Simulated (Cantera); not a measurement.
Input (Python, Cantera) and output of one run.

```python
import numpy as np
import cantera as ct

gas_names = """
    C CH CH2 CH3 CH2OH CH3O CH4 CH3OH CO CO2 COOH C2 C2H CHCO,ketyl C2H2,acetylene C2H2,vinylidene
    CH2CO,ketene C2H3,vinyl CH3CO,acetyl C2H4 C2H4O,ethylen CH3CHO,ethanal CH3COOH (HCOOH)2 C2H5 C2H6
    CH3OCH3 C2H5OH C2O C3 C3H3,propargyl C3H4,allene C3H4,propyne C3H4,cyclo- C3H5,allyl C3H6,propylene
    C3H6,cyclo- C3H6O C3H7,n-propyl C3H7,i-propyl C3H8 C3H8O,1propanol C3H8O,2propanol C3O2 C4 C4H2
    C4H4,1,3-cyclo- C4H6,butadiene C4H6,2-butyne C4H6,cyclo- C4H8,1-butene C4H8,cis2-buten
    C4H8,tr2-butene C4H8,isobutene C4H8,cyclo- (CH3COOH)2 C4H9,n-butyl C4H9,i-butyl C4H9,s-butyl
    C4H9,t-butyl C4H10,isobutane C4H10,n-butane C5 C5H6,1,3cyclo- C5H8,cyclo- C5H10,1-pentene
    C5H10,cyclo- C5H11,pentyl C5H11,t-pentyl C5H12,n-pentane C5H12,i-pentane CH3C(CH3)2CH3 C6H2
    C6H5,phenyl C6H5O,phenoxy C6H6 C6H5OH,phenol C6H10,cyclo- C6H12,1-hexene C6H12,cyclo- C6H13,n-hexyl
    C7H7,benzyl C7H8 C7H8O,cresol C7H14,1-heptene C7H15,n-heptyl C7H16,n-heptane C8H8,styrene
    C8H10,ethylbenz C8H16,1-octene C8H17,n-octyl C8H18,isooctane C8H18,n-octane C9H19,n-nonyl
    C10H8,naphthale C10H21,n-decyl C12H9,o-bipheny C12H10,bipheny Fe FeC5O5 FeO Fe(OH)2 H HCO HO2 H2
    HCHO,formaldehy HCOOH H2O H2O2 O OH O2 O3
""".split()
cond_names = """
    C(gr) C6H6(L) C7H8(L) C8H18(L),n-octa Fe(a) Fe(c) Fe(d) Fe(L) FeC5O5(L) FeO(s) FeO(L) Fe(OH)2(s)
    Fe(OH)3(s) Fe2O3(s) Fe3O4(s) H2O(s) H2O(L)
""".split()


def load(file, names, dense=False):
    # The tables refer to 1 bar. Condensed volumes are neglected.
    table = {s.name: s for s in ct.Species.list_from_file(file)}
    out = []
    for n in names:
        d = dict(table[n].input_data)
        d["thermo"] = dict(d["thermo"], **{"reference-pressure": 1e5})
        if dense:
            d["equation-of-state"] = {"model": "constant-volume", "density": "1e6 g/cm^3"}
        out.append(ct.Species.from_dict(d))
    return out


gas = ct.Solution(thermo="ideal-gas", species=load("nasa_gas.yaml", gas_names))
cond = {s.name: ct.Solution(thermo="fixed-stoichiometry", species=[s], name=s.name)
        for s in load("nasa_condensed.yaml", cond_names, dense=True)}
atoms = {
    'Fe3O4': {'Fe': 3, 'O': 4},
    'CH4': {'C': 1, 'H': 4},
    'CO': {'C': 1, 'O': 1},
}
top_T = {'C(gr)': 4500, 'Fe2O3(s)': 1830, 'Fe3O4(s)': 1870}  # K; cautious upper limits of use, not melting points


def equilibrate(T, P, feed):
    n = {}
    for name, mol in feed.items():
        for a, k in atoms[name].items():
            n[a] = n.get(a, 0.0) + k * mol
    gas.TPX = T, P, n
    mass = sum(n.values()) * gas.mean_molecular_weight
    gas.equilibrate("TP")
    valid = [c for c in cond.values() if c.min_temp <= T <= top_T.get(c.name, c.max_temp)]
    mix = ct.Mixture([(gas, mass / gas.mean_molecular_weight)] + [(c, 0.0) for c in valid])
    mix.T, mix.P = T, P
    mix.equilibrate("TP", solver="vcs", rtol=1e-11, max_steps=5000)
    return mix


results = []
feed = {'Fe3O4': 1, 'CH4': 2, 'CO': 0.1}  # mol
P = 22000  # Pa
for T in [1925, 1975, 2025, 2075, 2125, 2175, 2225, 2275, 2325, 2375, 2425]:
    mix = equilibrate(T, P, feed)
    results.append((T, P, feed, dict(zip(mix.species_names, mix.species_moles))))

top = {s: max(r[3][s] / sum(r[3][g] for g in gas_names) for r in results) for s in gas_names}
cols = sorted((s for s in top if top[s] > 1e-06), key=lambda s: -top[s])[:5]
seen = [c for c in cond_names if any(r[3].get(c, 0) > 1e-12 for r in results)]
print("log10 of partial pressures in bar; condensed amounts in mol")
print(f"{'T/K':>10s}" + "".join(f"{s[:9]:>10s}" for s in cols + seen))
for T, P, feed, n in results:
    ng = sum(n[g] for g in gas_names)
    print(f"{T:10.4g}" + "".join(f"{np.log10(max(n[s] / ng * P / 1e5, 1e-99)):10.3f}" for s in cols)
          + "".join(f"{n.get(c, 0):10.4g}" for c in seen))
```

Output:

```
log10 of partial pressures in bar; condensed amounts in mol
       T/K        H2        CO       H2O        Fe       CO2     Fe(L)    FeO(L)
      1925    -1.008    -1.166    -1.341    -3.819    -2.133     2.467    0.5282
      1975    -1.009    -1.165    -1.339    -3.562    -2.147     2.464    0.5279
      2025    -1.011    -1.164    -1.338    -3.318    -2.161     2.458    0.5278
      2075    -1.013    -1.164    -1.337    -3.086    -2.174     2.448    0.5278
      2125    -1.016    -1.164    -1.338    -2.867    -2.187     2.433     0.528
      2175    -1.020    -1.165    -1.339    -2.657    -2.200     2.408    0.5283
      2225    -1.024    -1.167    -1.341    -2.458    -2.214      2.37    0.5286
      2275    -1.031    -1.171    -1.346    -2.269    -2.229     2.313    0.5287
      2325    -1.039    -1.177    -1.353    -2.088    -2.245     2.228    0.5284
      2375    -1.051    -1.186    -1.363    -1.915    -2.264     2.102    0.5271
      2425    -1.067    -1.199    -1.378    -1.749    -2.286     1.915    0.5243
```

Method: chemical equilibrium by Gibbs-energy minimisation in Cantera with the NASA 1993 tables (ideal gas, pure condensed phases). Each liquid is taken as pure. Mutual solubility and eutectic melting of coexisting phases are not modelled. The tables' stoichiometric FeO is somewhat more stable than real wüstite, so its field is too wide. FeO: taken at fixed stoichiometry.
